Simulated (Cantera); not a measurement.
A closed system holds: 1 mol MgO, a varied amount of F2, 2.5 mol N2, held at 1723 K and 10.0 mbar.

Equilibrium computed with Cantera from the NASA thermochemical tables; the gas is ideal and each condensed phase is pure. Candidate condensed phases: Mg, MgF2, MgO; 24 gas species. Equilibrium is a limit: real reactors are often held back by kinetics, nucleation or transport.

### Question
At 7.3 mol F2, list the 4 most abundant gas species with their mole fractions, and the condensed phases.

### Answer
F 0.759, N2 0.150, MgF2 0.0602, O2 0.0298. Condensed: gas only.
